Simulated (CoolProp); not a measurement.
The fluoroketone C6F12O (FK-5-1-12) along the isobar 2.26 MPa: fugacity coefficient from the reference equation and from simpler models built on Tc = 441.8 K, pc = 1.869 MPa, ω = 0.471; each cubic takes its own stable root.

Values from CoolProp's reference Helmholtz-energy equation of state, McLinden 2015.

| T (K) | phase | reference |
|---|---|---|
| 330.8 | liquid | 0.06524 |
| 347.7 | liquid | 0.1052 |
| 364.6 | liquid | 0.1591 |
| 381.6 | liquid | 0.2279 |
| 398.5 | liquid | 0.3104 |
| 415.4 | liquid | 0.4047 |
| 432.3 | liquid | 0.5069 |
| 449.2 | supercritical | 0.6078 |
| 466.2 | supercritical | 0.6751 |
| 483.1 | supercritical | 0.7202 |
| 500 | supercritical | 0.7566 |

### Question
How far does each simpler model (Redlich-Kwong, Peng-Robinson) lie from the reference over these 11 states: mean and median of the absolute difference, and the worst?

### Answer
- Redlich-Kwong: mean 28.5 %, median 13.6 %, worst +101.9 % at 330.8 K and 2.26 MPa
- Peng-Robinson: mean 1.1 %, median 0.6 %, worst -2.6 % at 466.2 K and 2.26 MPa
